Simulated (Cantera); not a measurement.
A freely propagating, adiabatic, planar premixed flame of 34.7 % H2, 10.8 % O2, 51.0 % N2, 3.47 % H2O, equivalence ratio 1.6, unburnt at 350 K and 0.148 atm; mixture-averaged transport, grid criteria slope 0.08 and curve 0.16, no radiation.

Cantera simulation using the H2/O2 subset of GRI-Mech 3.0, which has no nitrogen chemistry; the numbers are that mechanism's predictions, not measurements. Burning velocities carry a grid error of a few per cent, more on coarse grids.

x: mole fraction of selected species; z is measured from the peak of heat release.

| z (mm) | T (K) | u (m/s) | x H2 | x O2 | x HO2 | x H2O2 | x OH | x H2O |
|---|---|---|---|---|---|---|---|---|
| -13.0 | 350 | 2.47 | 0.347 | 0.108 | <1e-8 | <1e-8 | <1e-8 | 0.0347 |
| -8.64 | 350 | 2.47 | 0.347 | 0.108 | <1e-8 | <1e-8 | <1e-8 | 0.0347 |
| -6.48 | 350 | 2.47 | 0.347 | 0.108 | <1e-8 | <1e-8 | <1e-8 | 0.0347 |
| -4.32 | 350 | 2.47 | 0.347 | 0.108 | <1e-8 | <1e-8 | <1e-8 | 0.0347 |
| -2.16 | 356 | 2.51 | 0.345 | 0.108 | 5.33e-5 | 3.09e-6 | 8.42e-6 | 0.0349 |
| -1.08 | 575 | 3.97 | 0.317 | 0.103 | 6.65e-5 | 2.56e-5 | 0.000583 | 0.0517 |
| 0 | 970 | 6.51 | 0.227 | 0.0742 | 1.88e-5 | 3.77e-7 | 0.000985 | 0.120 |
| 1.08 | 1234 | 8.20 | 0.131 | 0.0209 | 4.55e-6 | 3.47e-7 | 0.00275 | 0.221 |
| 2.16 | 1344 | 8.89 | 0.108 | (withheld) | (withheld) | (withheld) | (withheld) | 0.252 |
| 4.32 | 1447 | 9.50 | 0.110 | 0.00267 | 4.80e-7 | 2.62e-7 | 0.00405 | 0.259 |
| 8.64 | 1558 | 10.2 | 0.117 | 0.00199 | 3.21e-7 | 1.87e-7 | 0.00454 | 0.262 |
| 17.3 | 1668 | 10.8 | 0.124 | (withheld) | (withheld) | (withheld) | 0.00459 | 0.266 |
| 34.6 | 1768 | 11.3 | 0.130 | 0.000749 | 1.13e-7 | 5.57e-8 | 0.00411 | 0.271 |

**Question.** Complete the blanks.

**Answer.** 
- 2.16, x O2: 0.00535
- 2.16, x HO2: 1.08e-6
- 2.16, x H2O2: 2.98e-7
- 2.16, x OH: 0.00339
- 17.3, x O2: 0.00132
- 17.3, x HO2: 1.99e-7
- 17.3, x H2O2: 1.08e-7
